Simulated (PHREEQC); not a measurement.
Dissolve 0.0027 mol/kgw CuCl2, 5.6e-05 mol/kgw HBF4 and 0.00055 mol/kgw H3BO3 at 25 °C. Closed to the air; pH follows from the charge balance.

The numbers come from PHREEQC with the ion-association model, phreeqc.dat.

Precipitation was switched off in this run.

Problem. Order these F species by the share of F that they hold, largest first: BF2(OH)2-, CuF+, F-, HF.

Solution. F- (79 %), HF (18 %), CuF+ (2.7 %), BF2(OH)2- (0.11 %)

The pH is 3.77 and the ionic strength 0.00822 mol/kgw. Real BF4- forms and hydrolyses slowly; the run takes it at equilibrium.
